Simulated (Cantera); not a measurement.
Feed: 1 mol borazine, 3.5 mol H2O, equilibrated at 13300 Pa.

These are equilibrium values from Cantera (NASA tables, ideal gas, pure condensed phases), not measurements of a reactor. Candidate condensed phases: B, BN, B2O3, B3O3H3, H2O; 39 gas species. The feed counts by its element totals alone. Mutual solubility and eutectic melting of coexisting phases are not modelled. Gases not in the tables: H3BO3. Kinetics and transport are ignored. All values below are at 1575 K.

Base state: H2 0.840, N2 0.151, HBO2 0.00517, HBO 0.00215, H2O 0.00172, B2O3 0.000699, H 0.000104, B2O2 3.37e-5 (mole fractions); condensed: BN(s) + B2O3(l).

Task: What changes in the equilibrium state with this change: borazine replaced by BF3?

Result: 
```tsv
species	before	after
H2O	0.00172	0.435
HF	0	0.381
BOF	0	0.116
H2	0.840	0.000430
N2	0.151	0
BF3	0	0.0191
HBO2	0.00517	0.0469
B3O3F3	0	0.000949
O2	<1e-9	0.000186
HBO	0.00215	3.94e-8
B2O2	3.37e-5	<1e-9
BOF2	0	1.88e-5
BN(s), mol	0.683	0
B2O3(l), mol	1.12	0
```
